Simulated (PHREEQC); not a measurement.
Acid mine or pickling water

Model water analysis in mmol/kgw, 25 °C, pH 4.17, pe 9.6:

```json
[
 {"constituent": "Na", "mmol/kgw": "26.4"},
 {"constituent": "K", "mmol/kgw": "0.28"},
 {"constituent": "Ca", "mmol/kgw": "8.88"},
 {"constituent": "Mg", "mmol/kgw": "3.3"},
 {"constituent": "Cl", "mmol/kgw": "18.1"},
 {"constituent": "S(6)", "mmol/kgw": "15.7"},
 {"constituent": "Cu(2)", "mmol/kgw": "0.0212"}
]
```

Valence states are taken as typed.

The numbers come from PHREEQC with the ion-association model, phreeqc.dat.

- ionic strength = 0.0624 mol/kgw
- specific conductance = 4440 µS/cm
- density = 1.000 g/cm³
- total alkalinity = -0.121 meq/kg
- charge-balance error = 2.0 %

```
species  molality  activity   log γ
-------  --------  --------  ------
Na+        0.0258    0.0209  -0.090
Cl-        0.0181    0.0145  -0.097
SO4-2      0.0114   0.00493  -0.364
Ca+2      0.00641   0.00285  -0.351
CaSO4     0.00247   0.00250   0.006
Mg+2      0.00217  0.000994  -0.339
MgSO4     0.00113   0.00115   0.006
NaSO4-   0.000634  0.000517  -0.088
K+       0.000271  0.000216  -0.098
H+        8.00e-5   6.76e-5  -0.073
HSO4-     4.01e-5   3.24e-5  -0.092
Cu+2      1.44e-5   6.55e-6  -0.342
```

Precipitation was switched off in this run.
